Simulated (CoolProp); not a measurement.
Vapour-liquid equilibrium of hydrogen sulfide (1) + isobutane (2) at 0.438 MPa; x and y are mole fractions of (1).

Computed with CoolProp (multi-fluid Helmholtz-energy mixture model, Lemmon 2006 and Bücker 2006; pair parameters Kunz 2012).

**Question.** Give the bubble temperature and the first vapour's composition at x = 0.35, 0.65, 0.8. Is there an azeotrope?

**Answer.** x = 0.35: 261.9 K, y = 0.820; x = 0.65: 252.8 K, y = 0.909; x = 0.8: 250.3 K, y = 0.939. No azeotrope shows between x = 0.05 and 0.95.

The pair parameters rest on a limited set of measurements; away from them the model extrapolates.
